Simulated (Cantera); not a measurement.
Input: 1 mol PbO, 0.59 mol C, 2.9 mol N2, equilibrated at 2373.15 K and 0.000340 bar.

Method: chemical equilibrium by Gibbs-energy minimisation in Cantera with the NASA 1993 tables (ideal gas, pure condensed phases). Candidate condensed phases: C, Pb, PbO, PbO2, Pb3O4; 27 gas species. Kinetics and transport are ignored.

Base state: N2 0.607, Pb 0.208, CO 0.111, O 0.0443, CO2 0.0123, O2 0.0118, NO 0.00379, PbO 0.00193 (mole fractions); condensed: gas only.

Q: What changes in the equilibrium state with this change: N2 from 2.9 to 0.85 mol?

A: 
| species | before | after |
|---|---|---|
| Pb | 0.208 | 0.368 |
| N2 | 0.607 | 0.315 |
| CO | 0.111 | 0.190 |
| CO2 | 0.0123 | 0.0303 |
| O2 | 0.0118 | 0.0248 |
| O | 0.0443 | 0.0640 |
| PbO | 0.00193 | 0.00492 |
| NO | 0.00379 | 0.00395 |
